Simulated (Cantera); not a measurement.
A perfectly stirred reactor is fed with CH₄ : C₂H₆ : O₂ : N₂ = 1 : 0.18 : 5.72 : 21.5 (molar parts), equivalence ratio 0.46, at 5.00 bar; it is adiabatic with a 600 K inlet, and is followed from long to short residence time, starting on the burning branch (τ in s: 0.18, 0.079, 0.035, 0.016, 0.0069, 0.0031, 0.0014, 0.0006, 0.00027, 0.00012, 5.3e-05, 2.3e-05, 1e-05).

Detailed kinetics in Cantera: GRI-Mech 3.0 (53 species, 325 reactions).

**Question.** Predict: blow-out, bracketed by the residence times tried; x(CH₄) at τ = 0.180 s; x(C₂H₆) at τ = 0.180 s; x(O₂) at τ = 0.180 s; x(HCN) at τ = 0.180 s; x(O) at τ = 0.180 s; x(CH₄) at τ = 1.40 ms; x(C₂H₆) at τ = 1.40 ms; x(O₂) at τ = 1.40 ms; x(HCN) at τ = 1.40 ms; x(O) at τ = 1.40 ms.

**Answer.** 
```
Quantity                                                                        Result
------------------------------------------------  ------------------------------------
blow-out, bracketed by the residence times tried  burning at 0.600 ms, out at 0.270 ms
x(CH₄) at τ = 0.180 s                                                          4.93e-6
x(C₂H₆) at τ = 0.180 s                                                         2.07e-7
x(O₂) at τ = 0.180 s                                                             0.108
x(HCN) at τ = 0.180 s                                                          1.11e-9
x(O) at τ = 0.180 s                                                            1.06e-5
x(CH₄) at τ = 1.40 ms                                                         0.000155
x(C₂H₆) at τ = 1.40 ms                                                         7.46e-6
x(O₂) at τ = 1.40 ms                                                             0.110
x(HCN) at τ = 1.40 ms                                                          5.95e-9
x(O) at τ = 1.40 ms                                                           0.000161
```
